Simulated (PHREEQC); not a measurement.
Make-up at 40 °C: 0.018 mol/kgw NH4Br. Closed to the air; pH follows from the charge balance.

All values are PHREEQC results (ion-association model, phreeqc.dat), not measurements.

Each row changes one thing in this solution. This is a speciation only: nothing precipitates in the calculation.

| case | pH | ionic strength (mol/kgw) | NH3 (mol/kgw) |
|---|---|---|---|
| as made | 5.33 | 0.0180 | 5.20e-6 |
| NH4Br from 0.018 to 0.0018 mol/kgw | (withheld) | 0.00180 | 1.66e-6 |
| NH4Br replaced by (NH4)2HPO4 at the same molality | 7.75 | (withheld) | 0.00231 |
| temperature from 40 to 45 °C | (withheld) | 0.0180 | (withheld) |
| diluted 2-fold with water | 5.47 | (withheld) | 3.71e-6 |

Problem. Fill in the missing entries.

Solution. 
- NH4Br from 0.018 to 0.0018 mol/kgw, pH: 5.79
- NH4Br replaced by (NH4)2HPO4 at the same molality, ionic strength (mol/kgw): 0.0494
- temperature from 40 to 45 °C, pH: 5.27
- temperature from 40 to 45 °C, NH3 (mol/kgw): 6.09e-6
- diluted 2-fold with water, ionic strength (mol/kgw): 0.00900

At this temperature some constants are extrapolated from 25 °C, and those without enthalpy data are left unchanged.
